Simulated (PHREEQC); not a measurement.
Make-up at 80 °C: 1.3 mol KOH, 0.35 mol KCl and 0.00066 mol H4SiO4 per kg of water. Closed to the air; pH follows from the charge balance.

Model: Pitzer model, pitzer.dat, run in PHREEQC.

Each row changes one thing in this solution. Precipitation was switched off in this run.

```tsv
case	pH	H3SiO4- (mol/kgw)	H4SiO4 (mol/kgw)	SI of Sylvite (KCl)	SI of SiO2(a) (SiO2)
as made	12.64	6.67e-6	1.04e-9	-1.97	-6.62
KCl from 0.35 to 0.385 mol/kgw	12.64	6.50e-6	9.99e-10	-1.92	-6.63
diluted 2-fold with water	12.27	1.47e-5	6.40e-9	-2.54	?
KCl from 0.35 to 1.75 mol/kgw	12.70	2.82e-6	3.15e-10	-1.00	-7.09
temperature from 80 to 65 °C	?	5.99e-6	6.04e-10	-1.89	-6.76
H4SiO4 from 0.00066 to 6.6e-05 mol/kgw	12.64	6.66e-7	1.03e-10	-1.97	?
```

Q: Complete the blanks.

A: 
- diluted 2-fold with water, SI of SiO2(a) (SiO2): -5.87
- temperature from 80 to 65 °C, pH: 12.97
- H4SiO4 from 0.00066 to 6.6e-05 mol/kgw, SI of SiO2(a) (SiO2): -7.62

Complexes and solids missing from the database can't appear. In brines, pH and single-ion activities rest on the MacInnes convention. Away from 25 °C the constants follow the database's enthalpies or fits; those with neither stay at their 25 °C values.
